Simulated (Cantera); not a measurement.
An isothermal, constant-pressure homogeneous reactor starts with H₂ : O₂ : N₂ = 0.0068 : 1 : 0.79 (molar parts), at 1225 K and 10.00 Torr. Integrator tolerance rtol = 1e-08.

Computed with Cantera and GRI-Mech 3.0 (53 species, 325 reactions). Radical loss at walls, strong at low pressure, is not modelled.

Question: What does this change do: O2 1 to 0.13 parts?

Answer: 
| quantity | before | after |
|---|---|---|
| x(H₂) at 100 s | 3.01e-9 (gas-phase equilibrium 9.38e-10) | 1.62e-8 (gas-phase equilibrium 3.67e-9) |
| x(O₂) at 100 s | 0.556 (gas-phase equilibrium 0.556) | 0.137 (gas-phase equilibrium 0.137) |
| x(H₂O₂) at 100 s | 2.92e-11 (gas-phase equilibrium 9.73e-12) | 3.83e-11 (gas-phase equilibrium 9.39e-12) |
| x(H₂O) at 100 s | 0.00379 (gas-phase equilibrium 0.00379) | 0.00736 (gas-phase equilibrium 0.00736) |
| x(NO₂) at 100 s | 4.31e-11 (gas-phase equilibrium 8.10e-7) | 1.47e-10 (gas-phase equilibrium 2.79e-7) |
| x(NO) at 100 s | 3.62e-8 (gas-phase equilibrium 0.000288) | 2.44e-7 (gas-phase equilibrium 0.000200) |
